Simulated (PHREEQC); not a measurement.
**Brine (model solution)**

Solution (20 °C): 3.1 mol LiBr, 0.22 mol MgSO4 and 3.8 mol LiCl per kg of water. Closed to the air; pH follows from the charge balance.

Model: Pitzer model, pitzer.dat, run in PHREEQC.

- ionic strength: 7.78 mol/kgw
- activity of water: 0.576
- density: 1.252 g/cm³
- osmotic coefficient: 2.151

| species | molality | activity | log γ |
|---|---|---|---|
| Li+ | 6.90 | 229 | 1.520 |
| Cl- | 3.80 | 2.46 | -0.188 |
| Br- | 3.10 | 3.02 | -0.011 |
| Mg+2 | 0.220 | 46.6 | 2.326 |
| SO4-2 | 0.220 | 0.000376 | -2.767 |
| MgOH+ | 2.80e-6 | 5.97e-6 | 0.330 |
| HSO4- | 2.74e-6 | 1.40e-7 | -1.292 |
| H+ | 9.32e-8 | 4.47e-6 | 1.681 |
| OH- | 3.37e-8 | 8.81e-10 | -1.583 |

Precipitation was switched off in this run.
